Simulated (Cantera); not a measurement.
A closed system holds: 1 mol Si2H6, 0.011 mol Cl2, 5.4 mol H2, equilibrated at 1750 K and 1.58 Torr.

Cantera equilibrium calculation (NASA polynomials, part measured and part estimated; ideal gas, pure solids and liquids). Candidate condensed phases: Si; 19 gas species. The feed counts by its element totals alone. Gases not in the tables: Si2H6 and higher silanes. Kinetics and transport are ignored.

Base state: H2 0.992, H 0.00505, HCl 0.00254, Si 0.000715, SiH 4.32e-5, SiCl2 2.17e-5, SiH2 2.07e-5, Cl 1.00e-5 (mole fractions); condensed: Si(l).

### Question
What changes in the equilibrium state with this change: temperature from 1750 K to 1400 K?

### Answer
```csv
species,before,after
H2,0.992,0.997
HCl,0.00254,0.00258
H,0.00505,0.000106
Si,0.000715,3.92e-7
SiCl2,2.17e-5,1.96e-5
SiH,4.32e-5,8.95e-8
SiH2,2.07e-5,3.76e-7
"Si(l), mol",1.99,0
"Si(s), mol",0,2.00
```
